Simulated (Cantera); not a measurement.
An isothermal, constant-pressure homogeneous reactor starts with 7.14 % C2H6, 92.9 % N2, at 1075 K and 100.0 Torr.

Detailed kinetics in Cantera: GRI-Mech 3.0 (53 species, 325 reactions). GRI-Mech 3.0 stops at C3 and has no aromatics, soot or wall deposition, so with more carbon than oxygen in the feed, carbon stays in small species such as C2H2 where larger ones or solid carbon would form.

**Question.** Predict: x(C2H6) at 100 s; x(H) at 100 s; x(C2H2) at 100 s; x(CH4) at 100 s; x(CH3) at 100 s.

**Answer.** 
```json
{
  "x(C2H6) at 100 s": "0.000285 (gas-phase equilibrium 3.00e-5)",
  "x(H) at 100 s": "1.58e-7 (gas-phase equilibrium 7.85e-9)",
  "x(C2H2) at 100 s": "0.0271 (gas-phase equilibrium 0.0139)",
  "x(CH4) at 100 s": "0.00967 (gas-phase equilibrium 0.0588)",
  "x(CH3) at 100 s": "3.47e-7 (gas-phase equilibrium 2.21e-7)"
}
```
